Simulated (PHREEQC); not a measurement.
A solution holds 0.033 mol/kgw NaBF4, at 61 °C. Closed to the air; pH follows from the charge balance.

All values are PHREEQC results (ion-association model, wateq4f.dat), not measurements.

No solid was allowed to form.

Task: Estimate the pH, ionic strength.

Result: pH 2.93; ionic strength 0.0343 mol/kgw.

Task: In which forms is B present?

Result: BF4- 83 %, BF3OH- 6.9 %, H3BO3 6.2 %, BF2(OH)2- 3.6 % of the B.

Constants without temperature data keep their 25 °C values here. Real BF4- forms and hydrolyses slowly; the run takes it at equilibrium.
